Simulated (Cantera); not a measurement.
Charge: 1 mol Si, 2.7 mol CO2, 1.6 mol N2, at 1925 K.

Equilibrium computed with Cantera from the NASA thermochemical tables; the gas is ideal and each condensed phase is pure. Candidate condensed phases: C, Si, SiC, SiO2, Si2N2O, Si3N4; 34 gas species. The tables hold silica as quartz up to 1696 K and as liquid above; real silica turns to tridymite and cristobalite and melts near 1996 K. Kinetics and transport are ignored.

Which condensed phases are stable at each of these points (P (Pa)): 0.100, 0.750, 5.60, 42, 320, 2400, 18000, 130000, 1000000?


| P (Pa) | condensed phases | Si condensed (%) |
|---|---|---|
| 0.100 | gas only | 0.0 |
| 0.750 | gas only | 0.0 |
| 5.60 | SiO2(condensed) | 44.0 |
| 42 | SiO2(condensed) | 87.9 |
| 320 | SiO2(condensed) | 98.1 |
| 2400 | SiO2(condensed) | 99.7 |
| 18000 | SiO2(condensed) | 100.0 |
| 130000 | SiO2(condensed) | 100.0 |
| 1000000 | SiO2(condensed) | 100.0 |

From 1.00e-6 bar to 7.50e-6 bar nothing is condensed. From 5.60e-5 bar to 10.0 bar the condensed part is SiO2(condensed).
